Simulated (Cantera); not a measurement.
Low-pressure radical oxidation in H2/O2

An isothermal, constant-pressure homogeneous reactor starts with H2 : O2 = 0.21 : 1 (molar parts), at 1200 K and 0.00190 bar.

Model: GRI-Mech 3.0 (53 species, 325 reactions), integrated in Cantera. Radical loss at walls, strong at low pressure, is not modelled. The temperature is held fixed by assumption; the heat of reaction is taken as removed at once.

```json
[
 {"t (s)": "0.00100", "x H2": "0.174", "x O2": "0.826", "x H2O": "3.12e-8", "x H2O2": "1.87e-11", "x H": "3.02e-8", "x OH": "1.25e-8", "x HO2": "1.88e-8"},
 {"t (s)": "0.00246", "x H2": "0.174", "x O2": "0.826", "x H2O": "9.35e-7", "x H2O2": "1.13e-10", "x H": "5.67e-7", "x OH": "2.52e-7", "x HO2": "4.64e-8"},
 {"t (s)": "0.00605", "x H2": "0.172", "x O2": "0.826", "x H2O": "0.00104", "x H2O2": "9.26e-10", "x H": "0.000600", "x OH": "0.000265", "x HO2": "3.08e-7"},
 {"t (s)": "0.0149", "x H2": "0.00765", "x O2": "0.720", "x H2O": "0.132", "x H2O2": "3.55e-8", "x H": "0.0583", "x OH": "0.00914", "x HO2": "1.11e-6"},
 {"t (s)": "0.0366", "x H2": "0.00689", "x O2": "0.722", "x H2O": "0.136", "x H2O2": "3.39e-8", "x H": "0.0551", "x OH": "0.00874", "x HO2": "1.11e-6"},
 {"t (s)": "0.0902", "x H2": "0.00653", "x O2": "0.729", "x H2O": "0.140", "x H2O2": "3.57e-8", "x H": "0.0493", "x OH": "0.00855", "x HO2": "1.14e-6"},
 {"t (s)": "0.222", "x H2": "0.00563", "x O2": "0.744", "x H2O": "0.150", "x H2O2": "3.98e-8", "x H": "0.0372", "x OH": "0.00802", "x HO2": "1.18e-6"},
 {"t (s)": "0.546", "x H2": "0.00373", "x O2": "0.770", "x H2O": "0.167", "x H2O2": "4.70e-8", "x H": "0.0183", "x OH": "0.00663", "x HO2": "1.20e-6"},
 {"t (s)": "1.34", "x H2": "0.00135", "x O2": "0.796", "x H2O": "0.183", "x H2O2": "4.93e-8", "x H": "0.00373", "x OH": "0.00406", "x HO2": "1.02e-6"},
 {"t (s)": "3.30", "x H2": "0.000255", "x O2": "0.807", "x H2O": "0.188", "x H2O2": "3.31e-8", "x H": "0.000297", "x OH": "0.00177", "x HO2": "5.21e-7"},
 {"t (s)": "8.13", "x H2": "4.14e-5", "x O2": "0.809", "x H2O": "0.190", "x H2O2": "1.51e-8", "x H": "1.94e-5", "x OH": "0.000715", "x HO2": "1.58e-7"},
 {"t (s)": "20.0", "x H2": "8.27e-6", "x O2": "0.810", "x H2O": "0.190", "x H2O2": "6.22e-9", "x H": "1.74e-6", "x OH": "0.000320", "x HO2": "4.25e-8"}
]
```
x: mole fraction; the columns are a selection and need not sum to one.

Equilibrium at this temperature and pressure: H2 6.20e-8, O2 0.810, H2O 0.190, H2O2 1.79e-10, H 1.13e-9, OH 2.78e-5, HO2 1.06e-8 (gas phase only).
